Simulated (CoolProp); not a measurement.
Carbon monoxide along the isotherm 73.2 K: Z from the reference equation and from simpler models built on Tc = 132.9 K, pc = 34.98 bar, ω = 0.050; each cubic takes its own stable root.

Model: reference Helmholtz-energy equation of state, Lemmon 2006, in CoolProp. It is a short technical equation, of lower accuracy than the large ones.

```tsv
p (bar)	phase	reference
0.277	gas	0.9848
0.492	liquid	0.002731
0.875	liquid	0.004857
1.56	liquid	0.008658
2.77	liquid	0.01537
4.92	liquid	0.02728
8.75	liquid	0.04848
15.6	liquid	0.08630
27.7	liquid	0.1528
49.2	liquid	0.2702
87.5	liquid	0.4767
```

Problem. How far does each simpler model (Redlich-Kwong, Peng-Robinson) lie from the reference over these 11 states: mean and median of the absolute difference, and the worst?

Solution. 
- Redlich-Kwong: mean 9.8 %, median 0.7 %, worst -99.8 % at 73.2 K and 0.277 bar
- Peng-Robinson: mean 10.2 %, median 11.3 %, worst -11.3 % at 73.2 K and 15.6 bar

At some of these states Redlich-Kwong gives the other phase, because its saturation line lies elsewhere.
